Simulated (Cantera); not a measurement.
Charge: 1 mol Fe₂O₃, 0.054 mol SO₂, a varied amount of N₂, equilibrated at 1500 °C and 4.60 bar.

Method: chemical equilibrium by Gibbs-energy minimisation in Cantera with the NASA 1993 tables (ideal gas, pure condensed phases). Candidate condensed phases: Fe, FeO, FeS, FeSO₄, FeS₂, Fe₂O₃, Fe₂(SO₄)₃, Fe₃O₄, S; 19 gas species. Kinetics and transport are ignored.

x: gas mole fraction; n: condensed amount in mol.

```tsv
n(N₂) (mol)	x N₂	x O₂	x SO₂	x NO	n Fe₃O₄(s)
1.8	0.890	0.0811	0.0265	?	0.667
2.3	0.911	0.0649	0.0213	?	0.667
2.8	0.926	0.0541	0.0178	?	0.667
3.5	0.940	0.0438	0.0144	?	0.667
4.4	0.951	0.0352	0.0116	?	0.667
5.4	0.960	0.0289	0.00957	?	0.667
6.8	0.968	0.0230	0.00766	?	0.667
8.4	0.974	0.0187	0.00624	?	0.667
10	0.978	0.0157	0.00527	?	0.667
13	0.983	0.0121	0.00407	?	0.667
16	0.986	0.00981	0.00332	?	0.667
20	0.989	0.00783	0.00266	?	0.667
```

Some entries are withheld; supply them.


- 1.8, x NO: 0.00250
- 2.3, x NO: 0.00227
- 2.8, x NO: 0.00208
- 3.5, x NO: 0.00189
- 4.4, x NO: 0.00170
- 5.4, x NO: 0.00155
- 6.8, x NO: 0.00139
- 8.4, x NO: 0.00126
- 10, x NO: 0.00115
- 13, x NO: 0.00102
- 16, x NO: 0.000916
- 20, x NO: 0.000819
